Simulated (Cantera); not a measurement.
Charge: 1 mol HCl, 0.11 mol O2, 19 mol H2, held at 2450 K.

Cantera equilibrium calculation (NASA polynomials, part measured and part estimated; ideal gas, pure solids and liquids). Candidate condensed phases: H2O; 14 gas species. The ideal-gas law is rough above about 30 bar. Rates play no part.

log p: log10 of the partial pressure in bar; nothing condenses.

```tsv
P (Pa)	log p H2	log p H	log p HCl	log p Cl	log p H2O
10	-4.80	-4.09	-6.20	-5.64	-6.92
120	-3.20	-3.30	-4.52	-4.77	-5.08
1400	___	___	___	___	___
17000	-0.82	-2.11	-2.10	-3.53	-2.74
210000	___	___	___	___	___
2500000	1.37	-1.01	0.09	-2.44	-0.56
30000000	2.45	-0.47	1.18	-1.90	0.52
```

Some entries are withheld; supply them.


- 1400, log p H2: -1.95
- 1400, log p H: -2.67
- 1400, log p HCl: -3.25
- 1400, log p Cl: -4.11
- 1400, log p H2O: -3.87
- 210000, log p H2: 0.29
- 210000, log p H: -1.55
- 210000, log p HCl: -0.99
- 210000, log p Cl: -2.98
- 210000, log p H2O: -1.64
